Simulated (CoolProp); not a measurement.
cis-2-butene along the isotherm 264.9 K: density (kg/m³) from the reference equation and from simpler models built on Tc = 435.8 K, pc = 42.36 bar, ω = 0.202; each cubic takes its own stable root.

The numbers come from the reference Helmholtz-energy equation of state, Lemmon 2005 in CoolProp. It is a short technical equation, of lower accuracy than the large ones.

```csv
p (bar),phase,reference
7.06,liquid,654.1
14.1,liquid,654.9
21.2,liquid,655.6
28.2,liquid,656.4
35.3,liquid,657.1
42.4,liquid,657.9
49.4,liquid,658.6
56.5,liquid,659.3
63.5,liquid,660.0
70.6,liquid,660.7
77.7,liquid,661.4
84.7,liquid,662.1
91.8,liquid,662.8
98.8,liquid,663.4
106,liquid,664.1
```

Task: How far does each simpler model (van der Waals, Soave-Redlich-Kwong) lie from the reference over these 15 states: mean and median of the absolute difference, and the worst?

Result: 
- van der Waals: mean 37.3 %, median 37.3 %, worst -38.4 % at 264.9 K and 7.06 bar
- Soave-Redlich-Kwong: mean 7.1 %, median 7.1 %, worst -7.4 % at 264.9 K and 7.06 bar
